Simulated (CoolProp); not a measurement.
Model: reference Helmholtz-energy equation of state, Colonna 2008, in CoolProp. It is a short technical equation, of lower accuracy than the large ones.

**Question.** For dodecamethylcyclohexasiloxane (D6), give the phase and the cp (kJ/(kg K)), expansivity (1/kK) at 387.7 K and 101 kPa.

**Answer.** 
- 387.7 K and 101 kPa: liquid; cp 1.75, expansivity 1.31
